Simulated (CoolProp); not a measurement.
Saturation properties of decamethyltetrasiloxane (MD2M) (Tc = 326.2 °C, pc = 11.44 bar, ω = 0.635).

The numbers come from the reference Helmholtz-energy equation of state, Thol 2017 in CoolProp.

```csv
T (°C),p (bar),liquid density (kg/m³),liquid cp (kJ/(kg K)),surface tension (mN/m)
156.35,0.3610,712.5,2.030,7.71
165.65,0.4747,701.9,?,7.12
174.95,0.6149,690.9,?,6.55
184.35,0.7877,679.6,2.092,5.98
193.65,0.9940,668.0,2.112,5.43
202.95,1.240,656.1,2.133,4.91
212.25,1.530,643.7,2.155,4.39
221.55,1.870,630.9,2.177,3.90
230.85,?,?,2.200,?
240.25,2.726,603.4,2.225,?
249.55,?,588.7,2.251,2.51
258.85,3.848,573.2,?,2.09
```

Problem. Some entries are withheld; supply them.

Solution. 
- 165.65, liquid cp (kJ/(kg K)): 2.051
- 174.95, liquid cp (kJ/(kg K)): 2.071
- 230.85, p (bar): 2.265
- 230.85, liquid density (kg/m³): 617.5
- 230.85, surface tension (mN/m): 3.42
- 240.25, surface tension (mN/m): 2.95
- 249.55, p (bar): 3.250
- 258.85, liquid cp (kJ/(kg K)): 2.281

It boils at 194.4 °C under 1 atm.

Surface tension comes from a separate correlation (Mulero 2014), older than this fluid's equation and unchecked against measurements.
